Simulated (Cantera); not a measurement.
Feed: 1 mol C, a varied amount of O₂, equilibrated at 1450 K and 75.0 Torr.

Equilibrium computed with Cantera from the NASA thermochemical tables; the gas is ideal and each condensed phase is pure. Candidate condensed phases: C; 12 gas species. Kinetics and transport are ignored.

### Question
Which condensed phases are stable at each of these points (n(O₂) (mol)): 0.062, 0.32, 0.57, 0.83, 1.1, 1.3, 1.6, 1.9?

### Answer
```
n(O₂) (mol)  condensed phases  C condensed (%)
-----------  ----------------  ---------------
0.062             C(graphite)             87.6
0.32              C(graphite)             36.0
0.57                 gas only              0.0
0.83                 gas only              0.0
1.1                  gas only              0.0
1.3                  gas only              0.0
1.6                  gas only              0.0
1.9                  gas only              0.0
```

From 0.062 mol O₂ to 0.32 mol O₂ the condensed part is C(graphite). From 0.57 mol O₂ to 1.9 mol O₂ nothing is condensed.
